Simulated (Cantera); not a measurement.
Charge: 1 mol Si, 0.52 mol Cl₂, 94 mol H₂, equilibrated at 600 °C and 0.380 bar.

These are equilibrium values from Cantera (NASA tables, ideal gas, pure condensed phases), not measurements of a reactor. The numbers say what is thermodynamically allowed, not how fast it happens.

```json
[
 {"species": "H₂", "before": "0.996", "after": "0.862"},
 {"species": "HCl", "before": "0.00144", "after": "0.128"},
 {"species": "SiCl₄", "before": "0.00108", "after": "0.00971"},
 {"species": "SiH₂Cl₂", "before": "0.000217", "after": "1.83e-7"},
 {"species": "SiHCl₃", "before": "0.00160", "after": "0.000140"},
 {"species": "Si(s), mol", "before": "0.725", "after": "0"}
]
```
Gas species are given as mole fractions.

Q: Which change was made?
A. Cl₂ from 0.52 to 8.5 mol
B. temperature from 600 °C to 252 °C
C. temperature from 600 °C to 1427 °C
D. pressure from 0.380 bar to 10.0 mbar

A: A, Cl₂ from 0.52 to 8.5 mol
